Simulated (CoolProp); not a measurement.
Values from CoolProp's reference Helmholtz-energy equation of state, Guder 2009.

Problem. For sulfur hexafluoride, give the phase and the density (kg/m³), cv (kJ/(kg K)), expansivity (1/kK), viscosity (µPa s) at 349.5 K and 6.26 MPa.

Solution. 
- 349.5 K and 6.26 MPa: supercritical; density 712, cv 0.762, expansivity 25.6, viscosity 40.4

Viscosity comes from a separate model (Quiñones-Cisneros 2012).
